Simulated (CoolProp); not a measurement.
Vapour pressure (kPa) of R1132(E): the reference equation beside estimates from Tc = 348.8 K, pc = 5174 kPa, ω = 0.245. Clausius-Clapeyron is anchored at 300.5 K with a constant enthalpy of vaporisation of 13.49 kJ/mol.

The numbers come from the reference Helmholtz-energy equation of state, Akasaka 2024 in CoolProp.

```json
[
 {"T (K)": "276.5", "reference": "904.6", "Lee-Kesler": "907.1", "Clausius-Clapeyron": "1102", "van der Waals": "1900", "Redlich-Kwong": "1191", "Soave-Redlich-Kwong": "910.8", "Peng-Robinson": "899.6"},
 {"T (K)": "280.5", "reference": "1019", "Lee-Kesler": "1022", "Clausius-Clapeyron": "1198", "van der Waals": "2031", "Redlich-Kwong": "1320", "Soave-Redlich-Kwong": "1027", "Peng-Robinson": "1014"},
 {"T (K)": "284.5", "reference": "1144", "Lee-Kesler": "1147", "Clausius-Clapeyron": "1300", "van der Waals": "2167", "Redlich-Kwong": "1457", "Soave-Redlich-Kwong": "1154", "Peng-Robinson": "1139"},
 {"T (K)": "288.5", "reference": "1280", "Lee-Kesler": "1283", "Clausius-Clapeyron": "1406", "van der Waals": "2309", "Redlich-Kwong": "1605", "Soave-Redlich-Kwong": "1292", "Peng-Robinson": "1276"},
 {"T (K)": "292.5", "reference": "1428", "Lee-Kesler": "1430", "Clausius-Clapeyron": "1519", "van der Waals": "2457", "Redlich-Kwong": "1762", "Soave-Redlich-Kwong": "1443", "Peng-Robinson": "1424"},
 {"T (K)": "296.5", "reference": "1588", "Lee-Kesler": "1590", "Clausius-Clapeyron": "1637", "van der Waals": "2610", "Redlich-Kwong": "1929", "Soave-Redlich-Kwong": "1605", "Peng-Robinson": "1584"},
 {"T (K)": "300.5", "reference": "1760", "Lee-Kesler": "1762", "Clausius-Clapeyron": "1760", "van der Waals": "2769", "Redlich-Kwong": "2106", "Soave-Redlich-Kwong": "1781", "Peng-Robinson": "1758"},
 {"T (K)": "304.5", "reference": "1947", "Lee-Kesler": "1947", "Clausius-Clapeyron": "1890", "van der Waals": "2934", "Redlich-Kwong": "2295", "Soave-Redlich-Kwong": "1970", "Peng-Robinson": "1946"},
 {"T (K)": "308.5", "reference": "2147", "Lee-Kesler": "2147", "Clausius-Clapeyron": "2025", "van der Waals": "3105", "Redlich-Kwong": "2494", "Soave-Redlich-Kwong": "2174", "Peng-Robinson": "2148"},
 {"T (K)": "312.5", "reference": "2363", "Lee-Kesler": "2362", "Clausius-Clapeyron": "2166", "van der Waals": "3282", "Redlich-Kwong": "2704", "Soave-Redlich-Kwong": "2393", "Peng-Robinson": "2366"},
 {"T (K)": "316.6", "reference": "2600", "Lee-Kesler": "2599", "Clausius-Clapeyron": "2317", "van der Waals": "3470", "Redlich-Kwong": "2932", "Soave-Redlich-Kwong": "2633", "Peng-Robinson": "2606"},
 {"T (K)": "320.6", "reference": "2848", "Lee-Kesler": "2847", "Clausius-Clapeyron": "2470", "van der Waals": "3659", "Redlich-Kwong": "3166", "Soave-Redlich-Kwong": "2884", "Peng-Robinson": "2857"},
 {"T (K)": "324.6", "reference": "3113", "Lee-Kesler": "3112", "Clausius-Clapeyron": "2628", "van der Waals": "3855", "Redlich-Kwong": "3412", "Soave-Redlich-Kwong": "3152", "Peng-Robinson": "3125"},
 {"T (K)": "328.6", "reference": "3397", "Lee-Kesler": "3397", "Clausius-Clapeyron": "2793", "van der Waals": "4057", "Redlich-Kwong": "3671", "Soave-Redlich-Kwong": "3438", "Peng-Robinson": "3412"}
]
```

Absolute difference from the reference over all 14 rows, mean and median: Lee-Kesler 0.1 and 0.1 %, Clausius-Clapeyron 10.5 and 10.4 %, van der Waals 58.0 and 54.0 %, Redlich-Kwong 19.2 and 18.8 %, Soave-Redlich-Kwong 1.1 and 1.2 %, Peng-Robinson 0.3 and 0.3 %.
